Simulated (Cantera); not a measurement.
Charge: 1 mol SiH2Cl2, 0.026 mol HCl, 180 mol H2, held at 898 K and 2.03 Torr.

Equilibrium computed with Cantera from the NASA thermochemical tables; the gas is ideal and each condensed phase is pure. Candidate condensed phases: Si; 19 gas species. The tables' values for SiCl3 are old estimates; treat these amounts as uncertain. The numbers say what is thermodynamically allowed, not how fast it happens.

**Question.** What is the equilibrium state?

**Answer.** 
| Quantity | Result |
|---|---|
| x(H2) | 0.992 |
| x(HCl) | 0.00618 |
| x(SiCl4) | 0.000887 |
| x(SiHCl3) | 0.000397 |
| x(SiCl2) | 5.20e-5 |
| x(SiCl3) | 3.09e-5 |
| x(SiH2Cl2) | 1.68e-5 |
| n(Si(s)) | 0.749 mol |
| gas amount | 181.8 mol |
